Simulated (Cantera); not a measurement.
**Thermodynamics of silicon oxide and oxynitride deposition, feed SiH4 + H2O + N2**

Input: 1 mol SiH4, a varied amount of H2O, 180 mol N2, held at 1873 K and 133 Pa.

Cantera equilibrium calculation (NASA polynomials, part measured and part estimated; ideal gas, pure solids and liquids). Candidate condensed phases: H2O, Si, SiO2, Si2N2O, Si3N4; 35 gas species. The tables' values for SiN, SiO2 are old estimates; treat these amounts as uncertain. The tables hold silica as quartz up to 1696 K and as liquid above; real silica turns to tridymite and cristobalite and melts near 1996 K. Kinetics and transport are ignored.

```json
[
 {"n(H2O) (mol)": "0.44", "log p N2": "-2.88", "log p H2O": "-12.93", "log p H2": "-4.79", "log p SiO": "-5.50", "log p Si": "-5.41", "log p H": "-5.58", "n SiO2(condensed)": "0"},
 {"n(H2O) (mol)": "0.56", "log p N2": "-2.88", "log p H2O": "-12.71", "log p H2": "-4.76", "log p SiO": "-5.39", "log p Si": "-5.51", "log p H": "-5.57", "n SiO2(condensed)": "0"},
 {"n(H2O) (mol)": "0.72", "log p N2": "-2.88", "log p H2O": "-12.38", "log p H2": "-4.74", "log p SiO": "-5.28", "log p Si": "-5.71", "log p H": "-5.56", "n SiO2(condensed)": "0"},
 {"n(H2O) (mol)": "0.92", "log p N2": "-2.88", "log p H2O": "-11.70", "log p H2": "-4.71", "log p SiO": "-5.18", "log p Si": "-6.25", "log p H": "-5.54", "n SiO2(condensed)": "0"},
 {"n(H2O) (mol)": "1.2", "log p N2": "-2.89", "log p H2O": "-5.85", "log p H2": "-4.69", "log p SiO": "-5.14", "log p Si": "-12.05", "log p H": "-5.54", "n SiO2(condensed)": "0"},
 {"n(H2O) (mol)": "1.5", "log p N2": "-2.89", "log p H2O": "-5.45", "log p H2": "-4.69", "log p SiO": "-5.14", "log p Si": "-12.45", "log p H": "-5.54", "n SiO2(condensed)": "0"},
 {"n(H2O) (mol)": "1.9", "log p N2": "-2.89", "log p H2O": "-5.20", "log p H2": "-4.69", "log p SiO": "-5.14", "log p Si": "-12.70", "log p H": "-5.54", "n SiO2(condensed)": "0"},
 {"n(H2O) (mol)": "2.5", "log p N2": "-2.89", "log p H2O": "-4.97", "log p H2": "-4.69", "log p SiO": "-5.14", "log p Si": "-12.93", "log p H": "-5.54", "n SiO2(condensed)": "0"},
 {"n(H2O) (mol)": "3.2", "log p N2": "-2.89", "log p H2O": "-4.81", "log p H2": "-4.70", "log p SiO": "-5.15", "log p Si": "-13.09", "log p H": "-5.54", "n SiO2(condensed)": "0"},
 {"n(H2O) (mol)": "4.1", "log p N2": "-2.89", "log p H2O": "-4.66", "log p H2": "-4.70", "log p SiO": "-5.15", "log p Si": "-13.24", "log p H": "-5.54", "n SiO2(condensed)": "0"},
 {"n(H2O) (mol)": "5.2", "log p N2": "-2.89", "log p H2O": "-4.55", "log p H2": "-4.68", "log p SiO": "-5.20", "log p Si": "-13.40", "log p H": "-5.53", "n SiO2(condensed)": "0.108"}
]
```
log p: log10 of the partial pressure in bar; n: condensed amount in mol.

From 0.44 mol H2O to 4.1 mol H2O nothing is condensed. At 5.2 mol H2O the condensed part is SiO2(condensed). The main Si-bearing gas is Si at 0.44 mol H2O and SiO at 5.2 mol H2O.
